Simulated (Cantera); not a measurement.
Feed: 1 mol Fe₂O₃, 0.7 mol CH₄, 1.9 mol H₂, held at 17.0 Pa.

Method: chemical equilibrium by Gibbs-energy minimisation in Cantera with the NASA 1993 tables (ideal gas, pure condensed phases). Candidate condensed phases: C, C₆H₆, C₇H₈, C₈H₁₈, Fe, Fe(CO)₅, FeO, Fe(OH)₂, Fe(OH)₃, Fe₂O₃, Fe₃O₄, H₂O; 114 gas species. Equilibrium is a limit: real reactors are often held back by kinetics, nucleation or transport. All values below are at 2400 °C.

Base state: H 0.540, O 0.182, Fe 0.178, CO 0.0620, H₂ 0.0189, OH 0.00995, O₂ 0.00545, H₂O 0.00140 (mole fractions); condensed: gas only.

**Question.** What changes in the equilibrium state with this change: H₂ from 1.9 to 0.13 mol?

**Answer.** 
```json
[
 {"species": "H", "before": "0.540", "after": "0.364"},
 {"species": "O", "before": "0.182", "after": "0.259"},
 {"species": "Fe", "before": "0.178", "after": "0.255"},
 {"species": "H₂", "before": "0.0189", "after": "0.00858"},
 {"species": "O₂", "before": "0.00545", "after": "0.0110"},
 {"species": "CO", "before": "0.0620", "after": "0.0884"},
 {"species": "FeO", "before": "0.000866", "after": "0.00176"},
 {"species": "CO₂", "before": "0.000688", "after": "0.00140"},
 {"species": "H₂O", "before": "0.00140", "after": "0.000902"}
]
```
